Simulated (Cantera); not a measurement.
A perfectly stirred reactor is fed with C₃H₈ : O₂ : N₂ = 1 : 3.33 : 12.5 (molar parts), equivalence ratio 1.5, at 1200000 Pa; it is adiabatic with a 475 K inlet, and is followed from long to short residence time, starting on the burning branch (τ in s: 0.09, 0.029, 0.0094, 0.003, 0.00098, 0.00032, 0.0001, 3.3e-05, 1.1e-05, 3.4e-06).

Cantera simulation using GRI-Mech 3.0 (53 species, 325 reactions); the numbers are that mechanism's predictions, not measurements. GRI-Mech 3.0 was tuned for natural gas; its chemistry of propane as a main component is partial and can be far from experiment. The pressure lies above the range GRI-Mech 3.0 was tuned for (to about 10 atm).

What does this change do: O2 3.33 to 4.5 parts?


| quantity | before | after |
|---|---|---|
| blow-out, bracketed by the residence times tried | burning at 0.100 ms, out at 33.0 µs | burning at 11.0 µs, out at 3.40 µs |
| x(C₃H₈) at τ = 90.0 ms | 1.36e-7 | 1.15e-8 |
| x(O₂) at τ = 90.0 ms | 3.33e-5 | 0.00257 |
| x(N₂O) at τ = 90.0 ms | 4.63e-9 | 5.13e-7 |
| x(HCN) at τ = 90.0 ms | 8.31e-6 | 7.58e-8 |
| x(C₂H) at τ = 90.0 ms | 2.33e-8 | 1.77e-9 |
| x(C₃H₈) at τ = 0.320 ms | 3.08e-5 | 2.65e-6 |
| x(O₂) at τ = 0.320 ms | 0.00410 | 0.00535 |
| x(N₂O) at τ = 0.320 ms | 3.58e-8 | 5.75e-7 |
| x(HCN) at τ = 0.320 ms | 7.88e-5 | 5.40e-6 |
| x(C₂H) at τ = 0.320 ms | 1.58e-6 | 3.09e-7 |
